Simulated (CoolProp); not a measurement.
Vapour-liquid equilibrium of R13 (1) + n-butane (2) at -3.25 °C; x and y are mole fractions of (1).

Values from CoolProp's multi-fluid Helmholtz-energy mixture model, Platzer 1990 and Bücker 2006; pair parameters Bell 2016. This equation is an older, rougher fit; its heat capacities, sound speeds and derivatives of the liquid may be far off and weren't checked against measurements.

```json
[
 {"x": "0.05", "bubble pressure (kPa)": "(withheld)", "y at the bubble point": "(withheld)", "dew pressure at overall composition x (kPa)": "95.98", "liquid density (mol/L)": "(withheld)"},
 {"x": "0.2", "bubble pressure (kPa)": "577.7", "y at the bubble point": "0.846", "dew pressure at overall composition x (kPa)": "(withheld)", "liquid density (mol/L)": "10.68"},
 {"x": "0.35", "bubble pressure (kPa)": "834.6", "y at the bubble point": "0.898", "dew pressure at overall composition x (kPa)": "(withheld)", "liquid density (mol/L)": "(withheld)"},
 {"x": "0.5", "bubble pressure (kPa)": "(withheld)", "y at the bubble point": "0.925", "dew pressure at overall composition x (kPa)": "182.7", "liquid density (mol/L)": "11.02"},
 {"x": "0.65", "bubble pressure (kPa)": "1236", "y at the bubble point": "0.945", "dew pressure at overall composition x (kPa)": "260.5", "liquid density (mol/L)": "11.12"},
 {"x": "0.8", "bubble pressure (kPa)": "1446", "y at the bubble point": "0.964", "dew pressure at overall composition x (kPa)": "451.1", "liquid density (mol/L)": "11.14"},
 {"x": "0.95", "bubble pressure (kPa)": "(withheld)", "y at the bubble point": "0.989", "dew pressure at overall composition x (kPa)": "1292", "liquid density (mol/L)": "11.02"}
]
```

**Question.** What belongs in the gaps?

**Answer.** 
- 0.05, bubble pressure (kPa): 232.8
- 0.05, y at the bubble point: 0.608
- 0.05, liquid density (mol/L): 10.47
- 0.2, dew pressure at overall composition x (kPa): 114.1
- 0.35, dew pressure at overall composition x (kPa): 140.5
- 0.35, liquid density (mol/L): 10.86
- 0.5, bubble pressure (kPa): 1043
- 0.95, bubble pressure (kPa): 1707

No azeotrope shows between x = 0.05 and 0.95.

Pair parameters are fitted to limited data, so mixtures are less certain than the pure fluids. The gap from Raoult's law changes sign with composition, which may be real or a fault of the pair parameters; it wasn't checked against measurements.
